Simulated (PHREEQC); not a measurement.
Solution (81 °C): 18 mmol/kgw K3PO4. Closed to the air; pH follows from the charge balance.

Equilibrium calculation in PHREEQC: ion-association model, wateq4f.dat.

No solid was allowed to form.

Task: Order these P species by the share of P that they hold, largest first: PO4-3, KHPO4-, HPO4-2.

Result: HPO4-2 (82 %), PO4-3 (15 %), KHPO4- (3.1 %)

The pH is 10.66 and the ionic strength 0.0763 mol/kgw. Complexes and solids missing from the database can't appear. H3PO4, which wateq4f.dat lacks, is added to it with the constant of phreeqc.dat. At this temperature some constants are extrapolated from 25 °C, and those without enthalpy data are left unchanged.
